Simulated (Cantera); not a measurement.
Charge: 1 mol H₂O, 0.41 mol H₂, at 527 °C and 24.0 bar.

Method: chemical equilibrium by Gibbs-energy minimisation in Cantera with the NASA 1993 tables (ideal gas, pure condensed phases). Candidate condensed phases: H₂O; 9 gas species. Equilibrium is a limit: real reactors are often held back by kinetics, nucleation or transport.

Base state: H₂O 0.709, H₂ 0.291 (mole fractions); condensed: gas only.

Q: What changes in the equilibrium state with this change: temperature from 527 °C to 2425 °C?

A: 
```csv
species,before,after
H₂O,0.709,0.702
H₂,0.291,0.288
H,<1e-9,0.00618
OH,<1e-9,0.00384
O,<1e-9,5.25e-5
O₂,<1e-9,5.17e-5
```
